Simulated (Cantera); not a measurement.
**Equilibrium for metals in furnace atmospheres: Fe + O₂ + CO**

Charge: 1 mol Fe, 1.1 mol O₂, a varied amount of CO, equilibrated at 1300 K and 0.00170 bar.

Cantera equilibrium calculation (NASA polynomials, part measured and part estimated; ideal gas, pure solids and liquids). Candidate condensed phases: C, Fe, Fe(CO)₅, FeO, Fe₂O₃, Fe₃O₄; 15 gas species. Mutual solubility and eutectic melting of coexisting phases are not modelled. The tables' stoichiometric FeO is somewhat more stable than real wüstite, so its field is too wide. FeO: taken at fixed stoichiometry. Kinetics and transport are ignored.

| n(CO) (mol) | x CO | x CO₂ | x Fe | n FeO(s) | n Fe(γ) |
|---|---|---|---|---|---|
| 3.3 | 0.636 | 0.364 | 2.09e-7 | 1.000 | 0 |
| 4.8 | 0.750 | 0.250 | 3.58e-7 | 1.000 | 0 |
| 7 | 0.829 | 0.171 | 5.77e-7 | 1.000 | 0 |
| 10 | 0.843 | 0.157 | 6.42e-7 | 0.632 | 0.368 |
| 15 | 0.853 | 0.147 | 6.42e-7 | 0 | 1.000 |
| 22 | 0.900 | 0.1000 | 6.42e-7 | 0 | 1.000 |
| 32 | 0.931 | 0.0688 | 6.42e-7 | 0 | 1.000 |
| 46 | 0.952 | 0.0478 | 6.42e-7 | 0 | 1.000 |
x: gas mole fraction; n: condensed amount in mol.

From 3.3 mol CO to 7 mol CO the condensed part is FeO(s). At 10 mol CO the condensed part is Fe(γ) + FeO(s). From 15 mol CO to 46 mol CO the condensed part is Fe(γ). The main Fe-bearing gas is Fe throughout.
